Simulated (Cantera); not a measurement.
Equilibrium for abatement and gas-phase synthesis: S + H2

A closed system holds: 1 mol S, 0.22 mol H2, equilibrated at 100 Torr.

Cantera equilibrium calculation (NASA polynomials, part measured and part estimated; ideal gas, pure solids and liquids). Candidate condensed phases: S; 7 gas species. Gases not in the tables: S3 to S7. The numbers say what is thermodynamically allowed, not how fast it happens.

From 848 K to 1348 K nothing is condensed.

```
T (K)   x S2  x H2S     x H2      x S8      x SH       x S
-----  -----  -----  -------  --------  --------  --------
848    0.634  0.362  0.00133   0.00280   4.75e-6  1.44e-10
898    0.640  0.358  0.00265  0.000128   1.22e-5  7.94e-10
948    0.640  0.355  0.00494   8.01e-6   2.82e-5   3.65e-9
998    0.641  0.350  0.00864   6.67e-7   5.99e-5   1.44e-8
1048   0.642  0.344   0.0142   7.12e-8  0.000118   4.99e-8
1098   0.643  0.334   0.0221   9.43e-9  0.000218   1.55e-7
1148   0.645  0.322   0.0327   1.50e-9  0.000378   4.34e-7
1198   0.647  0.306   0.0460  2.82e-10  0.000622   1.12e-6
1248   0.650  0.287   0.0619  6.12e-11  0.000976   2.68e-6
1298   0.653  0.265   0.0800  1.51e-11   0.00146   6.01e-6
1348   0.656  0.242   0.0993  4.14e-12   0.00211   1.27e-5
```
x: gas mole fraction; nothing condenses.
